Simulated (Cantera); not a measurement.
Thermodynamics of fluorocarbon and chlorocarbon gases, feed CF4 + H2 + Si

Input: 1 mol CF4, a varied amount of H2, 0.26 mol Si, held at 1523 K and 1.00 Torr.

Equilibrium computed with Cantera from the NASA thermochemical tables; the gas is ideal and each condensed phase is pure. Candidate condensed phases: C, C6H6, C7H8, C8H18, Si, SiC; 113 gas species. The tables' values for SiF3, SiF2 are old estimates; treat these amounts as uncertain. Gases not in the tables: C2F6 and larger saturated fluorocarbons. Rates play no part.

```json
[
 {"n(H2) (mol)": "0.18", "log p HF": "-3.42", "log p H2": "-12.44", "log p CF4": "-3.17", "log p SiF4": "-3.56", "n C(graphite)": "0.349"},
 {"n(H2) (mol)": "0.26", "log p HF": "-3.30", "log p H2": "-12.16", "log p CF4": "-3.23", "log p SiF4": "-3.60", "n C(graphite)": "0.389"},
 {"n(H2) (mol)": "0.39", "log p HF": "-3.18", "log p H2": "-11.87", "log p CF4": "-3.34", "log p SiF4": "-3.66", "n C(graphite)": "0.454"},
 {"n(H2) (mol)": "0.57", "log p HF": "-3.09", "log p H2": "-11.61", "log p CF4": "-3.49", "log p SiF4": "-3.73", "n C(graphite)": "0.544"},
 {"n(H2) (mol)": "0.85", "log p HF": "-3.00", "log p H2": "-11.31", "log p CF4": "-3.74", "log p SiF4": "-3.82", "n C(graphite)": "0.684"},
 {"n(H2) (mol)": "1.3", "log p HF": "-2.93", "log p H2": "-10.84", "log p CF4": "-4.39", "log p SiF4": "-3.93", "n C(graphite)": "0.910"},
 {"n(H2) (mol)": "1.8", "log p HF": "-2.95", "log p H2": "-3.92", "log p CF4": "<-14", "log p SiF4": "-4.01", "n C(graphite)": "1.000"},
 {"n(H2) (mol)": "2.7", "log p HF": "-3.05", "log p H2": "-3.44", "log p CF4": "<-14", "log p SiF4": "-4.11", "n C(graphite)": "1.000"},
 {"n(H2) (mol)": "4", "log p HF": "-3.16", "log p H2": "-3.23", "log p CF4": "<-14", "log p SiF4": "-4.23", "n C(graphite)": "1.000"},
 {"n(H2) (mol)": "6", "log p HF": "-3.29", "log p H2": "-3.11", "log p CF4": "<-14", "log p SiF4": "-4.36", "n C(graphite)": "1.000"}
]
```
log p: log10 of the partial pressure in bar; n: condensed amount in mol.

From 0.18 mol H2 to 6 mol H2 the condensed part is C(graphite). The main Si-bearing gas is SiF4 throughout.
